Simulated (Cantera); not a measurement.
An isothermal, constant-pressure homogeneous reactor starts with CH3OH : O2 : N2 = 0.0014 : 0.04 : 1 (molar parts), at 1225 K and 2.90 bar.

Detailed kinetics in Cantera: GRI-Mech 3.0 (53 species, 325 reactions). GRI-Mech 3.0 was tuned for natural gas; its chemistry of methanol as a main component is partial and can be far from experiment.

x: mole fraction; the columns are a selection and need not sum to one.

| t (s) | x CH3OH | x O2 | x NO | x HO2 | x CH3 | x CH2CO |
|---|---|---|---|---|---|---|
| 0.000200 | 0.00134 | 0.0384 | <1e-12 | 1.32e-7 | … | <1e-12 |
| 0.000693 | 0.00134 | 0.0384 | <1e-12 | 5.88e-7 | … | <1e-12 |
| 0.00240 | 0.00133 | 0.0384 | <1e-12 | 4.82e-6 | … | <1e-12 |
| 0.00833 | 3.93e-8 | 0.0369 | 3.10e-10 | 4.69e-6 | 2.89e-10 | 2.60e-11 |
| 0.0289 | <1e-12 | 0.0365 | 7.36e-9 | 1.21e-6 | <1e-12 | <1e-12 |
| 0.100 | <1e-12 | 0.0364 | 1.66e-8 | 1.97e-7 | <1e-12 | <1e-12 |
| 0.347 | <1e-12 | 0.0364 | 2.17e-8 | 1.17e-8 | <1e-12 | <1e-12 |
| 1.20 | <1e-12 | 0.0364 | 2.33e-8 | 1.55e-9 | <1e-12 | <1e-12 |
| 4.16 | <1e-12 | 0.0364 | 2.35e-8 | 1.03e-9 | <1e-12 | <1e-12 |
| 14.4 | <1e-12 | 0.0364 | 2.36e-8 | 1.01e-9 | <1e-12 | <1e-12 |
| 50.0 | <1e-12 | 0.0364 | 2.39e-8 | 1.01e-9 | <1e-12 | <1e-12 |

Complete the blanks.


- 0.000200, x CH3: 1.84e-8
- 0.000693, x CH3: 3.84e-8
- 0.00240, x CH3: 1.72e-8
